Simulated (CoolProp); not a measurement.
A simple Rankine cycle with neopentane: condensing at 307.15 K, boiler at 0.711 MPa, turbine inlet 501.6 K, turbine efficiency 0.7, pump efficiency 0.7, no recuperator. Each further row changes one setting.

Computed with CoolProp (reference Helmholtz-energy equation of state, Lemmon 2006). It is a short technical equation, of lower accuracy than the large ones.

```tsv
case	thermal efficiency (%)	net work (kJ/kg)	heat in (kJ/kg)	turbine exit temperature (K)	volume ratio over the turbine
as stated	5.9	42.5	718	482.1	3.12
turbine inlet 521.6 K	5.8	(withheld)	771	(withheld)	3.11
condensing temperature 299.15 K	7.0	51.6	736	478.2	(withheld)
boiler pressure 0.498 MPa	4.1	29.9	721	488.4	2.18
turbine efficiency 0.6	5.0	36.2	718	484.6	(withheld)
```

Problem. Complete the blanks.

Solution. 
- turbine inlet 521.6 K, net work (kJ/kg): 44.4
- turbine inlet 521.6 K, turbine exit temperature (K): 502.1
- condensing temperature 299.15 K, volume ratio over the turbine: 3.97
- turbine efficiency 0.6, volume ratio over the turbine: 3.13
